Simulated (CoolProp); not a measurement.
Vapour-liquid equilibrium of R124 (1) + R142b (2) at 1460 kPa; x and y are mole fractions of (1).

Values from CoolProp's multi-fluid Helmholtz-energy mixture model, de Vries 1995 and Lemmon 2006; pair parameters Bell 2016.

| x | bubble temperature, mixture model (K) | bubble temperature, Raoult's law (K) | y, mixture model | y, Raoult's law |
|---|---|---|---|---|
| 0.05 | 355.5 | 355.4 | 0.054 | 0.057 |
| 0.2 | 354.8 | 354.5 | 0.211 | 0.222 |
| 0.35 | 354.0 | 353.5 | 0.367 | 0.381 |
| 0.5 | 353.2 | 352.6 | 0.520 | 0.533 |
| 0.65 | 352.3 | 351.7 | 0.671 | 0.679 |
| 0.8 | 351.3 | 350.8 | 0.817 | 0.820 |
| 0.95 | 350.1 | 349.9 | 0.956 | 0.956 |

The largest gap from Raoult's law is +0.6 K in bubble temperature, at x = 0.65. No azeotrope shows between x = 0.05 and 0.95.

The pair parameters rest on a limited set of measurements; away from them the model extrapolates.
